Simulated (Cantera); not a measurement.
# Premixed flame

A freely propagating, adiabatic, planar premixed flame of CO : H2 : CH4 : O2 : N2 = 1 : 0.034 : 0.35 : 1.38 : 6.78 (molar parts), equivalence ratio 0.88, unburnt at 450 K and 1.01 bar; mixture-averaged transport, grid criteria slope 0.08 and curve 0.16, no radiation.

Detailed kinetics in Cantera: GRI-Mech 3.0 (53 species, 325 reactions). Burning velocities carry a grid error of a few per cent, more on coarse grids.

```
z (mm)  T (K)  u (m/s)    x CO     x H2     x CH4   x C2H4   x H2O2      x OH
------  -----  -------  ------  -------  --------  -------  -------  --------
-1.56     450    0.606   0.105  0.00365    0.0367    <1e-8    <1e-8     <1e-8
-1.04     450    0.607   0.105  0.00390    0.0366    <1e-8  1.07e-7     <1e-8
-0.778    452    0.609   0.105  0.00422    0.0366  1.43e-8  5.08e-7     <1e-8
-0.519    466    0.628   0.104  0.00498    0.0361  1.77e-7  4.16e-6     <1e-8
-0.259    655    0.886   0.102  0.00669    0.0304  5.20e-6  2.86e-5   1.53e-5
-0.130    987     1.33  0.0969  0.00776    0.0193  1.72e-5  1.90e-5  0.000169
0        1367     1.84  0.0866  0.00752   0.00483  1.37e-5  2.57e-6   0.00134
0.130    1552     2.07  0.0664  0.00516  0.000260  3.22e-7  7.96e-7   0.00311
0.259    1639     2.16  0.0494  0.00430   6.39e-6    <1e-8  5.76e-7   0.00406
0.519    1743     2.28  0.0338  0.00418     <1e-8    <1e-8  3.60e-7   0.00476
1.04     1847     2.40  0.0253  0.00349     <1e-8    <1e-8  2.08e-7   0.00477
2.07     1937     2.50  0.0190  0.00244     <1e-8    <1e-8  1.21e-7   0.00420
4.15     2004     2.58  0.0131  0.00157     <1e-8    <1e-8  7.49e-8   0.00343
```
x: mole fraction of selected species; z is measured from the peak of heat release.

| Property | Result |
|---|---|
| laminar burning velocity | 60.6 cm/s |
| thermal thickness | 0.519 mm |
| peak x(C2H4) | 2.16e-5 |
| peak x(H2O2) | 2.91e-5 |
| peak x(OH) | 0.00486 |
| grid points | 136 |
